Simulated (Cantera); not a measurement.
An adiabatic, constant-pressure homogeneous reactor starts with 5.64 % CH₄, 2.25 % CO, 19.4 % O₂, 72.7 % N₂, equivalence ratio 0.64, at 1050 K and 7.40 bar.

Cantera simulation using GRI-Mech 3.0 (53 species, 325 reactions); the numbers are that mechanism's predictions, not measurements.

Task: Predict: time of steepest temperature rise; temperature at 0.400 s; equilibrium temperature; x(CO) at 0.400 s; x(O₂) at 0.400 s; x(NO) at 0.400 s; x(H₂O) at 0.400 s; x(H₂O₂) at 0.400 s.

Result: 
```
Quantity                                                            Result
---------------------------------  ---------------------------------------
time of steepest temperature rise                                  69.2 ms
temperature at 0.400 s                                              2338 K
equilibrium temperature                                             2338 K
x(CO) at 0.400 s                   0.00166 (gas-phase equilibrium 0.00166)
x(O₂) at 0.400 s                     0.0657 (gas-phase equilibrium 0.0657)
x(NO) at 0.400 s                   0.00916 (gas-phase equilibrium 0.00916)
x(H₂O) at 0.400 s                      0.111 (gas-phase equilibrium 0.111)
x(H₂O₂) at 0.400 s                 3.77e-7 (gas-phase equilibrium 3.77e-7)
```
